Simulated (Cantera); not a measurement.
Charge: 1 mol FeS2, 3.8 mol SO2, 5.8 mol N2, 0.079 mol H2S, at 13.3 mbar.

These are equilibrium values from Cantera (NASA tables, ideal gas, pure condensed phases), not measurements of a reactor. Candidate condensed phases: Fe, FeO, Fe(OH)2, Fe(OH)3, FeS, FeSO4, FeS2, Fe2O3, Fe2(SO4)3, Fe3O4, H2O, H2SO4, S; 38 gas species. The tables' stoichiometric FeO is somewhat more stable than real wüstite, so its field is too wide. FeO: taken at fixed stoichiometry. Kinetics and transport are ignored.

Task: At 1127 °C, list the 5 most abundant gas species with their mole fractions, and the condensed phases.

Result: N2 0.555, SO2 0.309, S2 0.122, H2O 0.00669, SO 0.00415. Condensed: FeO(s).
